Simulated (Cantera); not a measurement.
## Thermodynamics of carbon deposition, reforming and gasification, feed C6H6 + H2O + H2

Charge: 1 mol C6H6, 2 mol H2O, 1.2 mol H2, at 101000 Pa.

Equilibrium computed with Cantera from the NASA thermochemical tables; the gas is ideal and each condensed phase is pure. Candidate condensed phases: C, C6H6, C7H8, C8H18, H2O; 110 gas species. The numbers say what is thermodynamically allowed, not how fast it happens.

| T (K) | log p H2 | log p CO | log p CH4 | log p H2O | n C(graphite) |
|---|---|---|---|---|---|
| 1175 | -0.12 | -0.62 | -1.97 | -2.20 | 3.98 |
| 1250 | -0.12 | -0.61 | -2.20 | -2.55 | 3.98 |
| 1325 | -0.12 | -0.61 | -2.41 | -2.87 | 3.98 |
| 1400 | -0.12 | -0.61 | -2.60 | -3.15 | 3.99 |
| 1475 | -0.12 | -0.61 | -2.77 | -3.41 | 3.99 |
| 1550 | -0.12 | -0.61 | -2.93 | -3.64 | 3.99 |
| 1625 | -0.12 | -0.61 | -3.07 | -3.85 | 3.99 |
| 1700 | -0.12 | -0.61 | -3.19 | -4.04 | 3.99 |
log p: log10 of the partial pressure in bar; n: condensed amount in mol.

From 1175 K to 1700 K the condensed part is C(graphite). The main C-bearing gas is CO throughout.
